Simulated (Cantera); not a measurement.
**Equilibrium for carbothermic reduction: TiO2 + CO**

Charge: 1 mol TiO2, 2.7 mol CO, equilibrated at 0.860 bar.

Cantera equilibrium calculation (NASA polynomials, part measured and part estimated; ideal gas, pure solids and liquids). Candidate condensed phases: C, Ti, TiC, TiO, TiO2, Ti2O3, Ti3O5, Ti4O7; 15 gas species. Mutual solubility and eutectic melting of coexisting phases are not modelled. Condensed phases not in the tables: Magnéli phases beyond Ti4O7. Rates play no part.

```tsv
T (K)	x CO	x CO2	n C(graphite)	n TiO2(rutile)	n Ti4O7(s)
948	0.548	0.452	0.841	1.00	0
1023	0.802	0.198	0.446	1.00	0
1098	0.932	0.0682	0.172	1.00	0
1173	0.977	0.0229	0.0605	1.00	0
1248	0.992	0.00835	0.0224	1.00	0
1323	0.997	0.00338	0.00908	1.00	0
1398	0.997	0.00332	0	0.964	0.00897
1473	0.995	0.00527	0	0.943	0.0142
```
x: gas mole fraction; n: condensed amount in mol.

From 948 K to 1323 K the condensed part is C(graphite) + TiO2(rutile). From 1398 K to 1473 K the condensed part is TiO2(rutile) + Ti4O7(s).
